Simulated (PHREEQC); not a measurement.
Make-up at 13 °C and 10 atm: 8.2e-05 mol/kgw Ca(HCO3)2 and 0.00011 mol/kgw Na2CO3. Closed to the air; pH follows from the charge balance.

Equilibrium calculation in PHREEQC: ion-association model, phreeqc.dat.

This is a speciation only: nothing precipitates in the calculation.

**Question.** Order these C species by the share of C that they hold, largest first: CaCO3, HCO3-, CO3-2.

**Answer.** HCO3- (73 %), CO3-2 (25 %), CaCO3 (2.2 %)

**Question.** Order these Ca species by the share of Ca that they hold, largest first: CaHCO3+, Ca+2, CaOH+, CaCO3.

**Answer.** Ca+2 (92 %), CaCO3 (7.2 %), CaHCO3+ (0.17 %), CaOH+ (0.13 %)

The pH is 9.95 and the ionic strength 0.000516 mol/kgw. Complexes and solids missing from the database can't appear. At this temperature some constants are extrapolated from 25 °C, and those without enthalpy data are left unchanged.
